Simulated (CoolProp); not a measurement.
Tetrahydrofuran along the isobar 4450 kPa: Z from the reference equation and from simpler models built on Tc = 267.0 °C, pc = 5304 kPa, ω = 0.234; each cubic takes its own stable root.

Computed with CoolProp (reference Helmholtz-energy equation of state, Fiedler 2023).

| T (°C) | phase | reference |
|---|---|---|
| 57.55 | liquid | 0.1373 |
| 65.15 | liquid | 0.1355 |
| 72.75 | liquid | 0.1339 |
| 80.25 | liquid | 0.1324 |
| 87.85 | liquid | 0.1311 |
| 95.45 | liquid | 0.1298 |
| 103.05 | liquid | 0.1286 |
| 110.65 | liquid | 0.1275 |
| 118.25 | liquid | 0.1266 |
| 125.85 | liquid | 0.1257 |
| 133.45 | liquid | 0.1249 |
| 141.05 | liquid | 0.1243 |
| 148.65 | liquid | 0.1237 |

**Question.** How far does each simpler model (Redlich-Kwong, Soave-Redlich-Kwong, Peng-Robinson) lie from the reference over these 13 states: mean and median of the absolute difference, and the worst?

**Answer.** 
- Redlich-Kwong: mean 11.1 %, median 10.9 %, worst +12.9 % at 148.65 °C and 4450 kPa
- Soave-Redlich-Kwong: mean 7.6 %, median 7.4 %, worst +8.7 % at 148.65 °C and 4450 kPa
- Peng-Robinson: mean 4.8 %, median 4.9 %, worst -5.1 % at 80.25 °C and 4450 kPa
